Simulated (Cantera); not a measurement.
A freely propagating, adiabatic, planar premixed flame of 10.9 % CH4, 18.2 % O2, 68.3 % N2, 2.61 % H2O, equivalence ratio 1.2, unburnt at 325 K and 1.00 bar; multicomponent transport, grid criteria slope 0.08 and curve 0.16, no radiation.

Cantera simulation using GRI-Mech 3.0 (53 species, 325 reactions); the numbers are that mechanism's predictions, not measurements. Burning velocities carry a grid error of a few per cent, more on coarse grids.

Problem. Predict: laminar burning velocity; thermal thickness; peak x(HO2); peak x(CH2CO).

Solution. 
```
Property                     Result
------------------------  ---------
laminar burning velocity  34.5 cm/s
thermal thickness          0.509 mm
peak x(HO2)                0.000113
peak x(CH2CO)              0.000182
```
